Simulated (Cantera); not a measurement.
Feed: 1 mol HMDSO, 5.5 mol O2, 2.9 mol CO2, held at 0.000640 bar.

Cantera equilibrium calculation (NASA polynomials, part measured and part estimated; ideal gas, pure solids and liquids). Candidate condensed phases: C, C6H6, C7H8, C8H18, H2O, Si, SiC, SiO2; 123 gas species. The feed counts by its element totals alone. The tables hold silica as quartz up to 1696 K and as liquid above; real silica turns to tridymite and cristobalite and melts near 1996 K. Kinetics and transport are ignored.

Problem. At 1348 K, list the 5 most abundant gas species with their mole fractions, and the condensed phases.

Solution. CO 0.394, H2 0.332, H2O 0.170, CO2 0.103, H 5.27e-5. Condensed: SiO2(β-quartz).
